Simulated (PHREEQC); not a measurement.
A solution holds 0.052 mol/kgw TMAH, 0.0046 mol/kgw K2SO4 and 0.028 mol/kgw KH2PO4, at 25 °C. Closed to the air; pH follows from the charge balance.

The numbers come from PHREEQC with the ion-association model, wateq4f.dat.

No solid was allowed to form.

Task: Order these P species by the share of P that they hold, largest first: PO4-3, KHPO4-, HPO4-2.

Result: PO4-3 (54 %), HPO4-2 (45 %), KHPO4- (1.0 %)

The pH is 11.82 and the ionic strength 0.151 mol/kgw. Complexes and solids missing from the database can't appear. (CH3)4N+ isn't in the database: it is added as a free cation with an ion size of 4 Å. H3PO4, which wateq4f.dat lacks, is added to it with the constant of phreeqc.dat.
